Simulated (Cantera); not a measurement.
Input: 1 mol Si, 15 mol HF, 7.6 mol N2, equilibrated at 1423.15 K and 8.10 Pa.

These are equilibrium values from Cantera (NASA tables, ideal gas, pure condensed phases), not measurements of a reactor. Candidate condensed phases: Si, Si3N4; 37 gas species. The tables' values for SiF3 are old estimates; treat these amounts as uncertain. Kinetics and transport are ignored.

What is the equilibrium state?


| Property | Result |
|---|---|
| x(HF) | 0.509 |
| x(N2) | 0.352 |
| x(H2) | 0.0923 |
| x(SiF4) | 0.0459 |
| x(SiF3) | 0.000334 |
| x(H) | 0.000225 |
| x(SiHF3) | 2.28e-6 |
| x(SiF2) | 1.59e-6 |
| gas amount | 21.61 mol |
| log10 activity of Si(s) (absent) | -8.83 |
